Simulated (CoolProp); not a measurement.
R143a along the isobar 4870 kPa: Z from the reference equation and from simpler models built on Tc = 345.9 K, pc = 3762 kPa, ω = 0.261; each cubic takes its own stable root.

Values from CoolProp's reference Helmholtz-energy equation of state, Lemmon and Jacobsen 2000.

```csv
T (K),phase,reference
260.2,liquid,0.1743
276.7,liquid,0.1718
293.2,liquid,0.1713
309.8,liquid,0.1734
326.3,liquid,0.1799
342.8,liquid,0.1973
359.3,supercritical,0.3151
375.8,supercritical,0.5420
392.4,supercritical,0.6440
408.9,supercritical,0.7104
425.4,supercritical,0.7594
```

Problem. How far does each simpler model (van der Waals, Redlich-Kwong) lie from the reference over these 11 states: mean and median of the absolute difference, and the worst?

Solution. 
- van der Waals: mean 40.3 %, median 58.9 %, worst +72.6 % at 260.2 K and 4870 kPa
- Redlich-Kwong: mean 15.6 %, median 22.3 %, worst +30.5 % at 342.8 K and 4870 kPa
